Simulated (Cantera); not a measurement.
SiHCl3 + CH4 + H2 (silicon carbide growth)

A closed system holds: 1 mol SiHCl3, 0.071 mol CH4, 7.7 mol H2, at 923.15 K.

Cantera equilibrium calculation (NASA polynomials, part measured and part estimated; ideal gas, pure solids and liquids). Candidate condensed phases: C, C6H6, C7H8, C8H18, Si, SiC; 109 gas species. The tables' values for SiCl3 are old estimates; treat these amounts as uncertain. Rates play no part.

```tsv
P (Pa)	x H2	x SiCl4	x SiHCl3	x HCl	n Si(s)	n SiC(s)
100	0.894	0.0674	0.00748	0.0287	0.218	0.0710
400	0.899	0.0679	0.0107	0.0204	0.195	0.0710
1600	0.902	0.0668	0.0149	0.0144	0.173	0.0710
6300	0.904	0.0641	0.0204	0.0101	0.151	0.0710
25000	0.904	0.0598	0.0274	0.00705	0.126	0.0709
100000	0.903	0.0538	0.0357	0.00485	0.0983	0.0707
```
x: gas mole fraction; n: condensed amount in mol.

From 0.750 Torr to 750 Torr the condensed part is Si(s) + SiC(s). The main Si-bearing gas is SiCl4 throughout. The share of Si in condensed phases is highest at 0.750 Torr (28.9 %) and lowest at 750 Torr (16.9 %).
